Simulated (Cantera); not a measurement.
A perfectly stirred reactor is fed with 2.22 % C2H6, 97.8 % N2, at 3.53 Torr; it is held at 1625 K, and followed from long to short residence time.

Detailed kinetics in Cantera: GRI-Mech 3.0 (53 species, 325 reactions). GRI-Mech 3.0 stops at C3 and has no aromatics, soot or wall deposition, so with more carbon than oxygen in the feed, carbon stays in small species such as C2H2 where larger ones or solid carbon would form. Radical loss at walls, strong at low pressure, is not modelled.

x: mole fraction; the columns are a selection and need not sum to one.

```
τ (s)      x C2H6      x H2     x HCN    x C2H    x C2H2     x CH3    x CH2
-------  --------  --------  --------  -------  --------  --------  -------
2.3       2.85e-5    0.0390         …  8.10e-7    0.0199  0.000413  3.13e-6
0.59     0.000104    0.0364         …  9.02e-7    0.0188  0.000805  5.81e-6
0.15     0.000375    0.0320         …  9.98e-7    0.0164   0.00157  1.02e-5
0.040     0.00127    0.0255         …  1.00e-6    0.0122   0.00293  1.60e-5
0.010     0.00437    0.0160         …  6.91e-7   0.00552   0.00519  2.16e-5
0.0027     0.0117   0.00629         …  1.72e-7  0.000834   0.00620  1.86e-5
0.00071    0.0194  0.000764         …  2.24e-9   1.18e-5   0.00334  5.65e-6
0.00018    0.0217   1.35e-5  5.67e-11   <1e-12   1.09e-8   0.00103  2.74e-7
```

Task: Fill in the missing entries.

Result: 
- 2.3, x HCN: 8.12e-5
- 0.59, x HCN: 4.27e-5
- 0.15, x HCN: 2.18e-5
- 0.040, x HCN: 1.10e-5
- 0.010, x HCN: 4.82e-6
- 0.0027, x HCN: 1.45e-6
- 0.00071, x HCN: 9.76e-8
